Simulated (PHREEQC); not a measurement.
Make-up at 25 °C: 0.01 mol CaCl2, 0.00064 mol H3BO3 and 0.044 mol MnSO4 per kg of water. Closed to the air; pH follows from the charge balance.

Equilibrium calculation in PHREEQC: ion-association model, phreeqc.dat.

Question: The ionic strength comes out as 0.129 mol/kgw. What activity coefficients do Ca+2, Mn+2, SO4-2, Cl-, MnCl+ get?

Answer: Ca+2 0.36, Mn+2 0.37, SO4-2 0.34, Cl- 0.75, MnCl+ 0.77.

This is a speciation only: nothing precipitates in the calculation.
